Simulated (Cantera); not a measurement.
A Cantera script and what it prints.

```python
import numpy as np
import cantera as ct

gas_names = """
    B BH BH2 BH3 BN B2 H H2 N NH NH2 NH3 N2 N2H2 N2H4
""".split()
cond_names = """
    B(b) B(L) BN(s)
""".split()


# ... load() reads the species with a 1 bar reference pressure and builds the phases ...
atoms = {
    'B2H6': {'B': 2, 'H': 6},
    'N2': {'N': 2},
    'NH3': {'N': 1, 'H': 3},
}
top_T = {'BN(s)': 3200}  # K; cautious upper limits of use, not melting points


# ... equilibrate(T, P, feed) seeds the gas with the atoms and calls Mixture.equilibrate('TP', solver="vcs", rtol=1e-11, max_steps=5000) ...
results = []
feed = {'B2H6': 1, 'N2': 12, 'NH3': 11}  # mol
T = 1623.15  # K
P = 13332.2  # Pa
mix = equilibrate(T, P, feed)
results.append((T, P, feed, dict(zip(mix.species_names, mix.species_moles))))
print(gas.report(threshold=0.0001))
for i in range(1, mix.n_phases):
    print(f"{mix.phase(i).name:16s} {mix.phase_moles(i):12.5e} mol")
```

Output:

```
       temperature   1623.2 K
          pressure   13332 Pa
           density   0.013762 kg/m^3
  mean mol. weight   13.931 kg/kmol
   phase of matter   gas

                          1 kg             1 kmol
                     ---------------   ---------------
          enthalpy        2.9749e+06        4.1443e+07  J
   internal energy        2.0061e+06        2.7947e+07  J
           entropy             16718         2.329e+05  J/K
    Gibbs function       -2.4162e+07       -3.3659e+08  J
 heat capacity c_p            2432.9             33893  J/K
 heat capacity c_v            1836.1             25578  J/K

                      mass frac. Y      mole frac. X     chem. pot. / RT
                     ---------------   ---------------   ---------------
                 H        1.0095e-05        0.00013952           -10.732
                H2          0.078372           0.54156           -21.464
                N2           0.92162            0.4583           -29.053
     [  +12 minor]         1.958e-06        1.6079e-06

B(b)              0.00000e+00 mol
BN(s)             2.00000e+00 mol
```

Method: chemical equilibrium by Gibbs-energy minimisation in Cantera with the NASA 1993 tables (ideal gas, pure condensed phases). The feed counts by its element totals alone.
